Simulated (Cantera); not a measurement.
An isothermal, constant-pressure homogeneous reactor starts with H2 : O2 = 0.032 : 1 (molar parts), at 1250 K and 0.0263 atm.

Cantera simulation using GRI-Mech 3.0 (53 species, 325 reactions); the numbers are that mechanism's predictions, not measurements. Radical loss at walls, strong at low pressure, is not modelled.

x: mole fraction; the columns are a selection and need not sum to one.

```
t (s)         x H2   x O2      x OH    x H2O    x H2O2    x HO2
--------  --------  -----  --------  -------  --------  -------
7.00e-5     0.0310  0.969   7.53e-9  4.22e-9  2.55e-12  9.61e-9
0.000219    0.0310  0.969   7.13e-8  9.88e-8  2.48e-11  3.04e-8
0.000684    0.0310  0.969   1.47e-5  2.67e-5  3.02e-10  1.95e-7
0.00214   0.000604  0.944   0.00303   0.0272   1.34e-7  4.34e-6
0.00669   0.000286  0.949   0.00233   0.0286   9.96e-8  3.71e-6
0.0209    0.000157  0.958   0.00173   0.0299   9.30e-8  2.93e-6
0.0654     4.39e-5  0.965  0.000918   0.0309   6.78e-8  1.58e-6
0.205      7.01e-6  0.968  0.000369   0.0313   3.19e-8  5.04e-7
0.640          [?]  0.968       [?]   0.0314       [?]      [?]
2.00           [?]  0.968       [?]   0.0315       [?]      [?]
```

Task: Some entries are withheld; supply them.

Result: 
- 0.640, x H2: 9.98e-7
- 0.640, x OH: 0.000140
- 0.640, x H2O2: 1.03e-8
- 0.640, x HO2: 1.13e-7
- 2.00, x H2: 1.70e-7
- 2.00, x OH: 5.83e-5
- 2.00, x H2O2: 2.84e-9
- 2.00, x HO2: 2.66e-8
